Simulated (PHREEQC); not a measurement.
Make-up at 55 °C: 0.022 mol/kgw NaH2PO4, 0.00046 mol/kgw NaOH and 0.014 mol/kgw H3AsO4. Closed to the air; pH follows from the charge balance.

The numbers come from PHREEQC with the ion-association model, wateq4f.dat.

| quantity | before | after |
|---|---|---|
| pH | 2.64 | 2.50 |
| ionic strength (mol/kgw) | 0.0251 | 0.0261 |
| H2AsO4- (mol/kgw) | 0.00933 | 0.00955 |
| H3AsO4 (mol/kgw) | 0.00467 | 0.00445 |
| HAsO4-2 (mol/kgw) | 5.15e-7 | 3.05e-7 |

**Question.** Which change was made?
(A) temperature from 55 to 10 °C
(B) NaOH from 0.00046 to 9.2e-05 mol/kgw
(C) NaOH from 0.00046 to 0.00069 mol/kgw
(D) NaOH replaced by NaHF2 at the same molality
(E) NaH2PO4 left out

**Answer.** A, temperature from 55 to 10 °C

This is a speciation only: nothing precipitates in the calculation. H3PO4, which wateq4f.dat lacks, is added to it with the constant of phreeqc.dat. Away from 25 °C the constants follow the database's enthalpies or fits; those with neither stay at their 25 °C values.
